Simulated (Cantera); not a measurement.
Input: 1 mol CS₂, 0.25 mol SO₂, 1 mol O₂, equilibrated at 2973 K and 13.3 mbar.

Method: chemical equilibrium by Gibbs-energy minimisation in Cantera with the NASA 1993 tables (ideal gas, pure condensed phases). The numbers say what is thermodynamically allowed, not how fast it happens.

| species | before | after |
|---|---|---|
| S₂ | 0.0235 | 0.355 |
| CO | 0.281 | 0.219 |
| SO₂ | 0.0431 | 0.204 |
| S | 0.310 | 0.000787 |
| SO | 0.252 | 0.0184 |
| O | 0.0741 | 3.48e-8 |
| CO₂ | 0.00896 | 0.198 |
| O₂ | 0.00688 | 4.45e-8 |
| COS | 2.11e-5 | 0.00107 |
| S₂O | 0.000175 | 0.00344 |
Gas species are given as mole fractions.

What was changed between the two runs?
A. temperature from 2973 K to 1623.15 K
B. temperature from 2973 K to 2723.15 K
C. O₂ from 1 to 0.32 mol
D. O₂ from 1 to 0.16 mol

A, temperature from 2973 K to 1623.15 K
